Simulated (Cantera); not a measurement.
An isothermal, constant-pressure homogeneous reactor starts with H2 : O2 : N2 = 1.4 : 1 : 0.56 (molar parts), equivalence ratio 0.70, at 1400 K and 0.132 atm.

Cantera simulation using GRI-Mech 3.0 (53 species, 325 reactions); the numbers are that mechanism's predictions, not measurements. The temperature is held fixed by assumption; the heat of reaction is taken as removed at once.

x: mole fraction; the columns are a selection and need not sum to one.

| t (s) | x H2 | x O2 | x N2O | x NO | x H2O2 | x H | x NO2 |
|---|---|---|---|---|---|---|---|
| 2.00e-6 | 0.473 | 0.338 | <1e-12 | <1e-12 | 1.29e-10 | 7.63e-8 | <1e-12 |
| 1.12e-5 | 0.473 | 0.338 | <1e-12 | <1e-12 | [?] | 1.40e-6 | <1e-12 |
| 6.26e-5 | 0.296 | 0.260 | 6.11e-10 | 2.92e-8 | [?] | 0.0981 | <1e-12 |
| 0.000350 | 0.0399 | 0.142 | 9.65e-9 | 9.78e-6 | [?] | 0.0613 | 6.01e-10 |
| 0.00196 | 0.00200 | 0.132 | 2.97e-8 | 1.19e-5 | [?] | 0.000493 | 9.80e-9 |
| 0.0110 | 6.37e-5 | 0.133 | 4.13e-8 | 1.19e-5 | [?] | 2.96e-6 | 3.23e-8 |
| 0.0613 | 6.19e-6 | 0.133 | 3.79e-8 | 1.19e-5 | [?] | 9.62e-8 | 2.21e-8 |
| 0.343 | 2.17e-6 | 0.133 | 1.47e-8 | 1.19e-5 | 9.40e-9 | 2.03e-8 | 2.54e-8 |
| 1.92 | 2.12e-6 | 0.133 | 4.22e-9 | 1.19e-5 | 9.21e-9 | 1.95e-8 | 2.56e-8 |
| 10.7 | 2.12e-6 | 0.133 | 4.21e-9 | 1.19e-5 | 9.21e-9 | 1.95e-8 | 2.56e-8 |
| 60.0 | 2.12e-6 | 0.133 | 4.21e-9 | 1.19e-5 | 9.21e-9 | 1.95e-8 | 2.57e-8 |

Q: Fill in the missing entries.

A: 
- 1.12e-5, x H2O2: 3.92e-9
- 6.26e-5, x H2O2: 1.25e-6
- 0.000350, x H2O2: 3.71e-6
- 0.00196, x H2O2: 1.26e-6
- 0.0110, x H2O2: 1.44e-7
- 0.0613, x H2O2: 2.27e-8
